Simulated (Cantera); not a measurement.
## Chlorosilane synthesis and conversion: SiCl4 + HCl + H2

A closed system holds: 1 mol SiCl4, 4 mol HCl, 9.2 mol H2, at 0.100 bar.

Equilibrium computed with Cantera from the NASA thermochemical tables; the gas is ideal and each condensed phase is pure. Candidate condensed phases: Si; 19 gas species. The tables' values for SiCl3 are old estimates; treat these amounts as uncertain. The numbers say what is thermodynamically allowed, not how fast it happens.

```
T (K)  log p H2  log p HCl  log p SiCl4  log p SiCl2  log p SiCl3  log p SiHCl3  log p H  log p SiH2Cl2
-----  --------  ---------  -----------  -----------  -----------  ------------  -------  -------------
923       -1.19      -1.55        -2.16        -7.99        -5.88         -4.24   -10.21          -7.34
998       -1.19      -1.55        -2.16        -6.72        -5.14         -3.96    -9.26          -6.73
1073      -1.19      -1.55        -2.17        -5.64        -4.51         -3.72    -8.45          -6.21
1148      -1.19      -1.54        -2.18        -4.72        -3.97         -3.53    -7.74          -5.77
1223      -1.19      -1.54        -2.21        -3.94        -3.52         -3.38    -7.12          -5.42
1298      -1.20      -1.52        -2.27        -3.31        -3.18         -3.30    -6.57          -5.17
1373      -1.21      -1.50        -2.40        -2.86        -2.96         -3.32    -6.08          -5.07
1448      -1.23      -1.46        -2.61        -2.57        -2.88         -3.45    -5.65          -5.09
1523      -1.24      -1.44        -2.90        -2.40        -2.89         -3.65    -5.26          -5.20
1598      -1.25      -1.42        -3.23        -2.31        -2.97         -3.91    -4.90          -5.36
```
log p: log10 of the partial pressure in bar; nothing condenses.

From 923 K to 1598 K nothing is condensed. The main Si-bearing gas is SiCl4 at 923 K and SiCl2 at 1598 K.
